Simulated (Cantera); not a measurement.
## Thermodynamics of calcination and drying, feed NaOH + H2O + CO2

A closed system holds: 1 mol NaOH, 0.15 mol H2O, 0.62 mol CO2, held at 9.60 mbar.

Cantera equilibrium calculation (NASA polynomials, part measured and part estimated; ideal gas, pure solids and liquids). Candidate condensed phases: C, C6H6, C7H8, C8H18, H2O, Na, NaOH, NaO2, Na2CO3, Na2O, Na2O2; 117 gas species. Equilibrium is a limit: real reactors are often held back by kinetics, nucleation or transport.

At 1123 K the condensed part is Na2CO3(s). From 1148 K to 1348 K the condensed part is Na2CO3(l). The main Na-bearing gas is NaOH throughout. The share of Na in condensed phases is highest at 1123 K (99.8 %) and lowest at 1348 K (85.3 %).

| T (K) | x H2O | x CO2 | x NaOH | x Na | x O2 | n Na2CO3(s) | n Na2CO3(l) |
|---|---|---|---|---|---|---|---|
| 1123 | 0.841 | 0.157 | 0.00209 | 1.37e-5 | 7.56e-6 | 0.499 | 0 |
| 1148 | 0.839 | 0.157 | 0.00381 | 3.28e-5 | 1.37e-5 | 0 | 0.499 |
| 1173 | 0.835 | 0.158 | 0.00674 | 7.44e-5 | 2.56e-5 | 0 | 0.497 |
| 1198 | 0.828 | 0.160 | 0.0116 | 0.000161 | 4.86e-5 | 0 | 0.495 |
| 1223 | 0.818 | 0.163 | 0.0193 | 0.000332 | 9.29e-5 | 0 | 0.492 |
| 1248 | 0.801 | 0.167 | 0.0313 | 0.000658 | 0.000176 | 0 | 0.487 |
| 1273 | 0.776 | 0.173 | 0.0490 | 0.00126 | 0.000327 | 0 | 0.480 |
| 1298 | 0.741 | 0.182 | 0.0742 | 0.00233 | 0.000595 | 0 | 0.468 |
| 1323 | 0.692 | 0.194 | 0.108 | 0.00417 | 0.00105 | 0 | 0.451 |
| 1348 | 0.629 | 0.210 | 0.152 | 0.00724 | 0.00182 | 0 | 0.426 |
x: gas mole fraction; n: condensed amount in mol.
